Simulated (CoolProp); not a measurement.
A single-stage vapour-compression cycle with c-C4F8 (RC318): evaporating at 266.15 K (dew point), condensing at 334.15 K (bubble point), superheat 5 K, subcooling 8 K, compressor efficiency 0.9, no pressure losses. Each further row changes one setting.

The numbers come from the reference Helmholtz-energy equation of state, Platzer 1990 in CoolProp. This equation is an older, rougher fit; its heat capacities, sound speeds and derivatives of the liquid may be far off and weren't checked against measurements.

```
case                              cooling COP  pressure ratio  discharge temperature (K)  refrigerating effect (kJ/kg)  volumetric capacity (kJ/m³)
--------------------------------  -----------  --------------  -------------------------  ----------------------------  ---------------------------
as stated                                2.15            8.86                      334.2                          54.2                          486
evaporating temperature 271.15 K         2.51               …                      334.2                          57.6                            …
condensing temperature 329.15 K          2.51               …                      329.1                          60.1                          539
subcooling 13 K                          2.39            8.86                      334.2                          60.1                          539
superheat 15 K                              …            8.86                      334.2                          61.8                            …
compressor efficiency 0.8                1.91            8.86                      334.2                          54.2                          486
```

**Question.** Complete the blanks.

**Answer.** 
- evaporating temperature 271.15 K, pressure ratio: 7.22
- evaporating temperature 271.15 K, volumetric capacity (kJ/m³): 627
- condensing temperature 329.15 K, pressure ratio: 7.81
- superheat 15 K, cooling COP: 2.29
- superheat 15 K, volumetric capacity (kJ/m³): 532

The compression ends wet for: as stated; evaporating temperature 271.15 K; condensing temperature 329.15 K; subcooling 13 K; superheat 15 K; compressor efficiency 0.8.
